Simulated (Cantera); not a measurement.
A perfectly stirred reactor is fed with CO : H2 : O2 : N2 = 1 : 0.063 : 0.38 : 3.8 (molar parts), equivalence ratio 1.4, at 17.0 bar; it is adiabatic with a 548 K inlet, and is followed from long to short residence time, starting on the burning branch (τ in s: 0.15, 0.077, 0.038, 0.019, 0.0094, 0.0047, 0.0023, 0.0012, 0.00058, 0.00029, 0.00014, 7.1e-05).

Cantera simulation using GRI-Mech 3.0 (53 species, 325 reactions); the numbers are that mechanism's predictions, not measurements. The hydrogen kinetics of GRI-Mech 3.0 are dated; newer H2 mechanisms differ, most at raised pressure. The pressure lies above the range GRI-Mech 3.0 was tuned for (to about 10 atm).

One state of this run: T (K) = 1714; x CO = 0.0649; x H2 = 0.00123; x O2 = 0.00192; x OH = 0.000356; x NO = 5.09e-5; x H2O = 0.0111; x N2O = 6.02e-7. x: mole fraction; the columns are a selection and need not sum to one.

### Question
Which value of τ (s) does it belong to?
(A) 0.077
(B) 0.0012
(C) 0.00058
(D) 7.1e-5

### Answer
C, 0.00058
